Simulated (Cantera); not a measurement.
Input (Python, Cantera) and output of one run.

```python
import numpy as np
import cantera as ct

gas_names = """
    H2 O3 NH3
""".split()
cond_names = """
    Cr2N(s) Cr2O3(s) Cr2O3(L)
""".split()


# ... load() reads the species with a 1 bar reference pressure and builds the phases ...
species = {s.name: s for s in load("nasa_gas.yaml", gas_names) + load("nasa_condensed.yaml", cond_names)}
# Each term lists the table entries of one substance; the one whose range holds T is used.
reactions = {
    '2 Cr2N + 3 H2(g) + 2 O3(g) = 2 Cr2O3 + 2 NH3(g)':
        [(-2, ['Cr2N(s)']), (-3, ['H2']), (-2, ['O3']), (2, ['Cr2O3(s)', 'Cr2O3(L)']), (2, ['NH3'])],
}


def pick(names, T):
    return next(species[n] for n in names if species[n].thermo.min_temp <= T <= species[n].thermo.max_temp)


results = []
for label, terms in reactions.items():
    print(label)
    print("     T/K   dH/kJ  dS/(J/K)   dG/kJ   log10 K")
    for T in [400, 475, 550, 625, 700, 775, 850, 925, 1000]:
        used = [(nu, pick(names, T)) for nu, names in terms]
        dH = sum(nu * s.thermo.h(T) for nu, s in used) / 1e6
        dS = sum(nu * s.thermo.s(T) for nu, s in used) / 1e3
        dG = dH - T * dS / 1e3
        logK = -dG * 1e6 / (ct.gas_constant * T * np.log(10))
        results.append((label, T, dH, dS, dG, logK, [s.name for _, s in used]))
        print(f"{T:8g} {dH:8.1f} {dS:8.1f} {dG:8.1f} {logK:8.2f}")
```

Output:

```
2 Cr2N + 3 H2(g) + 2 O3(g) = 2 Cr2O3 + 2 NH3(g)
     T/K   dH/kJ  dS/(J/K)   dG/kJ   log10 K
     400  -2394.8   -455.2  -2212.7   288.95
     475  -2396.2   -458.3  -2178.5   239.56
     550  -2397.8   -461.4  -2144.0   203.62
     625  -2399.2   -463.8  -2109.3   176.28
     700  -2400.4   -465.7  -2074.4   154.79
     775  -2401.5   -467.2  -2039.5   137.46
     850  -2402.6   -468.6  -2004.4   123.17
     925  -2403.9   -469.9  -1969.2   111.20
    1000  -2405.2   -471.3  -1933.9   101.01
```

Standard-state values (1 bar) from the NASA 1993 polynomials, evaluated with Cantera. Condensed species are held in their standard states even where they would react or evaporate.
